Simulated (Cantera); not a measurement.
## Ignition delay

Mixture: CH₄ : O₂ : N₂ = 1 : 1.54 : 10.5 (molar parts), at 21000 Torr, adiabatic and at constant pressure. Ignition delay is the time to a rise of 400 K.

Computed with Cantera and GRI-Mech 3.0 (53 species, 325 reactions). The pressure lies above the range GRI-Mech 3.0 was tuned for (to about 10 atm).

| T0 (K) | delay (ms) |
|---|---|
| 1075 | 14.1 |
| 1125 | 7.05 |
| 1175 | 3.77 |
| 1225 | 2.12 |
| 1275 | 1.24 |
| 1325 | 0.748 |

The apparent activation energy between 1225 and 1325 K comes out as 140 kJ/mol.
